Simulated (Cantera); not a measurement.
## Premixed flame

A freely propagating, adiabatic, planar premixed flame of 9.10 % CH4, 1.46 % H2, 17.2 % O2, 72.2 % N2, unburnt at 675 K and 1.00 bar; mixture-averaged transport, grid criteria slope 0.08 and curve 0.16, no radiation.

Model: GRI-Mech 3.0 (53 species, 325 reactions), integrated in Cantera. Burning velocities carry a grid error of a few per cent, more on coarse grids.

```tsv
z (mm)	T (K)	u (m/s)	x CH4	x H2	x O2	x HCO	x H	x H2O
-0.985	675	1.56	0.0909	0.0152	0.172	<1e-8	<1e-8	3.14e-5
-0.657	676	1.56	0.0907	0.0165	0.172	<1e-8	<1e-8	0.000273
-0.492	683	1.58	0.0901	0.0183	0.171	<1e-8	7.37e-8	0.00131
-0.328	729	1.70	0.0867	0.0218	0.167	<1e-8	3.79e-6	0.00743
-0.164	1061	2.50	0.0643	0.0284	0.141	1.22e-6	0.000186	0.0449
-0.0821	1443	3.44	0.0364	0.0318	0.103	2.12e-5	0.00108	0.0866
0	1812	4.36	0.00952	0.0313	0.0569	7.18e-5	0.00427	0.129
0.0821	1976	4.77	0.000889	0.0255	0.0284	3.02e-5	0.00839	0.152
0.164	2019	4.86	4.26e-5	0.0217	0.0177	2.54e-6	0.0105	0.158
0.328	2058	4.93	9.76e-8	0.0207	0.0125	9.53e-8	0.0110	0.158
0.657	2106	5.02	<1e-8	0.0203	0.0103	6.61e-8	0.00953	0.160
1.31	2167	5.15	<1e-8	0.0189	0.00830	4.55e-8	0.00719	0.164
2.63	2232	5.28	<1e-8	0.0169	0.00610	2.81e-8	0.00489	0.169
```
x: mole fraction of selected species; z is measured from the peak of heat release.

| Property | Value |
|---|---|
| laminar burning velocity | 156 cm/s |
| thermal thickness | 0.328 mm |
| peak x(HCO) | 7.24e-5 |
| peak x(H) | 0.0111 |
| grid points | 158 |
